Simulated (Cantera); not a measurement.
A perfectly stirred reactor is fed with H₂ : O₂ = 0.011 : 1 (molar parts), equivalence ratio 0.0055, at 0.0380 bar; it is held at 1300 K, and followed from long to short residence time.

Cantera simulation using GRI-Mech 3.0 (53 species, 325 reactions); the numbers are that mechanism's predictions, not measurements. Radical loss at walls, strong at low pressure, is not modelled.

Question: What does this change do: O2 1 to 0.11 parts?

Answer: 
```csv
quantity,before,after
x(H₂) at τ = 0.390 s,3.77e-5,0.000216
x(O₂) at τ = 0.390 s,0.987,0.902
x(H) at τ = 0.390 s,2.80e-5,0.000144
x(OH) at τ = 0.390 s,0.000481,0.00164
x(H₂O) at τ = 0.390 s,0.0106,0.0940
x(H₂) at τ = 15.0 ms,0.000274,0.00150
x(O₂) at τ = 15.0 ms,0.982,0.887
x(H) at τ = 15.0 ms,0.000275,0.00300
x(OH) at τ = 15.0 ms,0.00113,0.00457
x(H₂O) at τ = 15.0 ms,0.00992,0.0888
```
The temperature is held fixed by assumption; the heat of reaction is taken as removed at once.
